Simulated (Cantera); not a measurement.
A closed system holds: 1 mol Cr, 0.22 mol N2O, 320 mol H2, held at 1127 °C and 0.380 Pa.

These are equilibrium values from Cantera (NASA tables, ideal gas, pure condensed phases), not measurements of a reactor. Candidate condensed phases: Cr, CrN, Cr2N, Cr2O3, H2O; 29 gas species. Equilibrium is a limit: real reactors are often held back by kinetics, nucleation or transport.

Base state: H2 0.993, Cr 0.00311, H 0.00249, N2 0.000684, H2O 0.000683 (mole fractions); condensed: gas only.

Task: What changes in the equilibrium state with this change: N2O from 0.22 to 0.86 mol?

Result: 
```
species          before    after
-------------  --------  -------
H2                0.993    0.990
N2             0.000684  0.00267
Cr              0.00311  0.00267
H2O            0.000683  0.00201
H               0.00249  0.00248
Cr2O3(s), mol         0   0.0702
```
